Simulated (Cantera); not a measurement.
What does this Cantera script print?

```python
import numpy as np
import cantera as ct

gas_names = [...]  # 110 gases of nasa_gas.yaml made of C, H, O
cond_names = """
    C(gr) C6H6(L) C7H8(L) C8H18(L),n-octa H2O(s) H2O(L)
""".split()


# ... load() reads the species with a 1 bar reference pressure and builds the phases ...
atoms = {
    'CO2': {'C': 1, 'O': 2},
    'O2': {'O': 2},
    'H2': {'H': 2},
}
top_T = {'C(gr)': 4500}  # K; cautious upper limits of use, not melting points


# ... equilibrate(T, P, feed) seeds the gas with the atoms and calls Mixture.equilibrate('TP', solver="vcs", rtol=1e-11, max_steps=5000) ...
results = []
feed = {'CO2': 1, 'O2': 0.76, 'H2': 2.5}  # mol
T = 2598.15  # K
P = 830000  # Pa
mix = equilibrate(T, P, feed)
results.append((T, P, feed, dict(zip(mix.species_names, mix.species_moles))))
x = sorted(zip(gas.X, gas.species_names), reverse=True)
print(f"T = {T:g} K  P = {P:g} Pa  gas = {mix.phase_moles(0):.4g} mol")
print("   x: " + "  ".join(f"{s} {v:.3e}" for v, s in x if v > 0.001))
print("   condensed (mol): " + ("  ".join(f"{mix.phase(i).name} {mix.phase_moles(i):.4g}"
      for i in range(1, mix.n_phases) if mix.phase_moles(i) > 1e-12) or "none"))
```

Result:

```
T = 2598.15 K  P = 830000 Pa  gas = 3.519 mol
   x: H2O 5.871e-01  CO 1.609e-01  CO2 1.233e-01  H2 1.186e-01  OH 5.206e-03  H 4.553e-03
   condensed (mol): none
```

Equilibrium computed with Cantera from the NASA thermochemical tables; the gas is ideal and each condensed phase is pure.
